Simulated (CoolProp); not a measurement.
Vapour-liquid equilibrium of toluene (1) + ethylbenzene (2) at 361.4 K; x and y are mole fractions of (1).

Computed with CoolProp (multi-fluid Helmholtz-energy mixture model, Lemmon 2006 and Zhou 2012; pair parameters Bell 2016).

```csv
x,bubble pressure (MPa),y at the bubble point,dew pressure at overall composition x (MPa),liquid density (mol/L)
0.05,0.02426,0.106,0.02346,7.641
0.125,0.02637,0.240,0.02453,7.717
0.2,0.02841,0.353,0.02570,7.794
0.275,0.03041,0.450,0.02697,7.873
0.35,0.03241,0.536,0.02836,7.953
0.425,0.03442,0.613,0.02987,8.034
0.5,0.03646,0.682,0.03155,8.117
0.575,0.03855,0.745,0.03341,8.202
0.65,0.04069,0.802,0.03550,8.287
0.725,0.04289,0.854,0.03787,8.374
0.8,0.04514,0.900,0.04062,8.462
0.875,0.04742,0.942,0.04388,8.551
0.95,0.04974,0.978,0.04793,8.641
```

No azeotrope shows between x = 0.05 and 0.95.

The pair parameters rest on a limited set of measurements; away from them the model extrapolates.
